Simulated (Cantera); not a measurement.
A closed system holds: 1 mol C3H6, 0.53 mol H2O, at 750 Torr.

Cantera equilibrium calculation (NASA polynomials, part measured and part estimated; ideal gas, pure solids and liquids). Candidate condensed phases: C, C6H6, C7H8, C8H18, H2O; 110 gas species. Equilibrium is a limit: real reactors are often held back by kinetics, nucleation or transport.

What share of the C ends up in condensed phases as a function of T (K), at 823, 1023, 1223, 1423, 1623, 1823, 2023, 2223, 2423, 2623?


| T (K) | C condensed (%) | as |
|---|---|---|
| 823 | 70.1 | C(graphite) |
| 1023 | 79.6 | C(graphite) |
| 1223 | 81.4 | C(graphite) |
| 1423 | 82.0 | C(graphite) |
| 1623 | 82.2 | C(graphite) |
| 1823 | 82.2 | C(graphite) |
| 2023 | 82.1 | C(graphite) |
| 2223 | 81.6 | C(graphite) |
| 2423 | 80.5 | C(graphite) |
| 2623 | 78.2 | C(graphite) |
